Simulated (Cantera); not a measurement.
Charge: 1 mol (CH3)2SiCl2, 0.023 mol C2H2, 9.9 mol H2, at 2450 K and 67000 Pa.

Cantera equilibrium calculation (NASA polynomials, part measured and part estimated; ideal gas, pure solids and liquids). Candidate condensed phases: C, C6H6, C7H8, C8H18, Si, SiC; 109 gas species. The feed counts by its element totals alone. The tables' values for SiCl, SiCl3 are old estimates; treat these amounts as uncertain. Gases not in the tables: Si2H6 and higher silanes. Equilibrium is a limit: real reactors are often held back by kinetics, nucleation or transport.

Base state: H2 0.833, HCl 0.126, H 0.0224, C2H2 (acetylene) 0.00727, SiCl2 0.00622, Cl 0.00241, Si 0.00103, SiCl 0.000585 (mole fractions); condensed: C(graphite) + SiC(s).

What changes in the equilibrium state with this change: pressure from 67000 Pa to 6700 Pa?


```
species             before    after
----------------  --------  -------
H2                   0.833    0.779
HCl                  0.126    0.116
H                   0.0224   0.0685
Si                 0.00103   0.0103
CH4                7.58e-5  6.63e-6
Si2C              0.000129  0.00129
Si2                5.41e-6  5.41e-5
C(graphite), mol     0.952     1.10
SiC(s), mol          0.876    0.655
```

What changes in the equilibrium state with this change: pressure from 67000 Pa to 13300 Pa?


```csv
species,before,after
H2,0.833,0.803
HCl,0.126,0.120
H,0.0224,0.0493
SiCl2,0.00622,0.00588
CH4,7.58e-5,1.40e-5
Si2,5.41e-6,2.72e-5
SiC2,0.000230,0.00116
"C(graphite), mol",0.952,1.02
"SiC(s), mol",0.876,0.777
```
